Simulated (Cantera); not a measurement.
A perfectly stirred reactor is fed with CH3OH : O2 : N2 = 0.0034 : 0.042 : 1 (molar parts), equivalence ratio 0.12, at 3.50 bar; it is held at 975 K, and followed from long to short residence time.

Detailed kinetics in Cantera: GRI-Mech 3.0 (53 species, 325 reactions). GRI-Mech 3.0 was tuned for natural gas; its chemistry of methanol as a main component is partial and can be far from experiment.

One state of this run: x CH3OH = 0.000233; x O2 = 0.0365; x C2H4 = <1e-12; x C2H2 = <1e-12; x HCO = 1.86e-10. x: mole fraction; the columns are a selection and need not sum to one.

**Question.** Which value of τ (s) does it belong to?
(A) 0.043
(B) 0.85
(C) 3.8
(D) 0.19

**Answer.** B, 0.85
